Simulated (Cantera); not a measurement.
Cantera run, input and output.

```python
import numpy as np
import cantera as ct

gas = ct.Solution("h2o2.yaml")
gas.TPX = 700, 290000, {'H2': 1, 'O2': 0.725, 'N2': 2.72}
flame = ct.FreeFlame(gas, width=0.019)
flame.set_refine_criteria(ratio=3, slope=0.08, curve=0.16)
flame.transport_model = "mixture-averaged"
flame.solve(loglevel=0, auto=True)
z, T = flame.grid, flame.T
thick = (T[-1] - T[0]) / np.gradient(T, z).max()
show = ['H2', 'O2', 'HO2', 'H2O', 'H', 'H2O2']
print(f"laminar burning velocity  {flame.velocity[0] * 100:.3f} cm/s")
print(f"burnt temperature         {T[-1]:.1f} K")
print(f"thermal thickness         {thick * 1e3:.4f} mm")
print(f"grid points               {len(z)}")
z0 = z[flame.heat_release_rate.argmax()]
print(f"{'z/mm':>9s}{'T/K':>9s}{'u/(m/s)':>9s}" + "".join(f"{s:>11s}" for s in show))
rows = []
for k in (-3, -2, -1.5, -1, -0.5, -0.25, 0, 0.25, 0.5, 1, 2, 4, 8):
    zz = z0 + k * thick
    rows.append([k * thick, np.interp(zz, z, T), np.interp(zz, z, flame.velocity),
                 *(np.interp(zz, z, flame.X[gas.species_index(s)]) for s in show)])
    print(f"{rows[-1][0] * 1e3:9.3f}{rows[-1][1]:9.1f}{rows[-1][2]:9.3f}" + "".join(f"{x:11.3e}" for x in rows[-1][3:]))
```

It prints:

```
laminar burning velocity  686.940 cm/s
burnt temperature         2299.2 K
thermal thickness         0.1197 mm
grid points               115
     z/mm      T/K  u/(m/s)         H2         O2        HO2        H2O          H       H2O2
   -0.359    700.0    6.869  2.250e-01  1.631e-01  8.628e-11  2.894e-10  9.841e-15  4.934e-13
   -0.239    700.0    6.869  2.249e-01  1.631e-01  1.146e-08  2.645e-08  1.024e-11  6.716e-11
   -0.180    700.0    6.868  2.248e-01  1.631e-01  1.129e-07  2.213e-07  3.498e-10  6.769e-10
   -0.120    700.3    6.864  2.240e-01  1.633e-01  3.874e-06  6.059e-06  9.173e-08  2.749e-08
   -0.060    736.8    7.119  2.103e-01  1.646e-01  4.461e-04  2.397e-03  1.803e-04  1.232e-05
   -0.030    959.6    9.009  1.697e-01  1.583e-01  4.206e-04  2.738e-02  3.552e-03  3.416e-05
    0.000   1345.2   12.296  9.542e-02  1.243e-01  2.327e-04  1.006e-01  1.571e-02  1.477e-05
    0.030   1636.4   14.805  4.028e-02  8.325e-02  1.282e-04  1.704e-01  2.253e-02  4.942e-06
    0.060   1795.0   16.148  2.291e-02  6.717e-02  8.358e-05  1.971e-01  1.967e-02  2.831e-06
    0.120   1957.6   17.469  1.576e-02  6.044e-02  5.158e-05  2.127e-01  1.243e-02  1.590e-06
    0.239   2097.9   18.561  1.087e-02  5.794e-02  2.940e-05  2.248e-01  6.108e-03  9.919e-07
    0.479   2201.2   19.340  6.250e-03  5.676e-02  1.555e-05  2.351e-01  2.374e-03  6.730e-07
    0.958   2264.4   19.807  3.037e-03  5.657e-02  8.789e-06  2.422e-01  7.571e-04  4.971e-07
```

Cantera simulation using the H2/O2 subset of GRI-Mech 3.0, which has no nitrogen chemistry; the numbers are that mechanism's predictions, not measurements. The hydrogen kinetics of GRI-Mech 3.0 are dated; newer H2 mechanisms differ, most at raised pressure. Burning velocities carry a grid error of a few per cent, more on coarse grids. Lean hydrogen flames are cellular in practice and burn faster than this planar one.
